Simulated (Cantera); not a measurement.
**Equilibrium for nitride etching: Si₃N₄ + H₂ + N₂**

Charge: 1 mol Si₃N₄, a varied amount of H₂, 22 mol N₂, at 2000 K and 1.80 Pa.

Cantera equilibrium calculation (NASA polynomials, part measured and part estimated; ideal gas, pure solids and liquids). Candidate condensed phases: Si, Si₃N₄; 18 gas species. The tables' values for SiN are old estimates; treat these amounts as uncertain. Rates play no part.

```
n(H₂) (mol)   x H₂    x N₂    x H     x Si    x SiH    x SiN
-----------  -----  ------  -----  -------  -------  -------
13           0.209   0.547  0.175   0.0682  8.98e-5  5.58e-5
18           0.263   0.481  0.196   0.0600  8.84e-5  4.59e-5
25           0.320   0.412  0.217   0.0513  8.35e-5  3.63e-5
35           0.380   0.341  0.236   0.0426  7.55e-5  2.75e-5
50           0.440   0.272  0.254   0.0339  6.47e-5  1.95e-5
71           0.493   0.212  0.269   0.0264  5.34e-5  1.34e-5
100          0.536   0.162  0.281   0.0203  4.27e-5  9.02e-6
140          0.572   0.123  0.290   0.0153  3.33e-5  5.93e-6
200          0.601  0.0900  0.297   0.0112  2.50e-5  3.72e-6
280          0.623  0.0664  0.303  0.00827  1.88e-5  2.35e-6
400          0.640  0.0476  0.307  0.00593  1.37e-5  1.43e-6
570          0.652  0.0340  0.310  0.00424  9.85e-6  8.63e-7
```
x: gas mole fraction; nothing condenses.

From 13 mol H₂ to 570 mol H₂ nothing is condensed. The main Si-bearing gas is Si throughout.
